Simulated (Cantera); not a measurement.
CHF3 + CH4 (fluorocarbon and chlorocarbon gases)

Feed: 1 mol CHF3, a varied amount of CH4, held at 2173 K and 13.3 mbar.

Method: chemical equilibrium by Gibbs-energy minimisation in Cantera with the NASA 1993 tables (ideal gas, pure condensed phases). Candidate condensed phases: C, C6H6, C7H8, C8H18; 95 gas species. Gases not in the tables: C2F6 and larger saturated fluorocarbons. Kinetics and transport are ignored.

From 0.064 mol CH4 to 1.3 mol CH4 the condensed part is C(graphite). The main C-bearing gas is CF4 at 0.064 mol CH4 and C2H2 (acetylene) at 1.3 mol CH4. The share of C in condensed phases is highest at 0.55 mol CH4 (100.0 %) and lowest at 0.064 mol CH4 (50.3 %).

```csv
n(CH4) (mol),x HF,x H2,x CF4,x CF2,x F,x H,x CF3,x CF,n C(graphite)
0.064,0.648,7.13e-8,0.135,0.132,0.0796,1.12e-5,0.00556,0.000808,0.535
0.099,0.684,8.67e-8,0.113,0.121,0.0762,1.23e-5,0.00488,0.000774,0.610
0.15,0.732,1.14e-7,0.0863,0.106,0.0712,1.41e-5,0.00398,0.000723,0.720
0.23,0.798,1.73e-7,0.0529,0.0827,0.0630,1.74e-5,0.00276,0.000640,0.896
0.36,0.891,3.93e-7,0.0159,0.0453,0.0466,2.62e-5,0.00112,0.000473,1.19
0.55,0.964,0.0286,4.09e-12,7.28e-7,0.000187,0.00707,7.20e-11,1.90e-6,1.55
0.85,0.804,0.178,<1e-12,8.12e-8,6.24e-5,0.0176,2.68e-12,6.34e-7,1.85
1.3,0.644,0.331,<1e-12,2.81e-8,3.67e-5,0.0240,<1e-12,3.73e-7,2.29
```
x: gas mole fraction; n: condensed amount in mol.
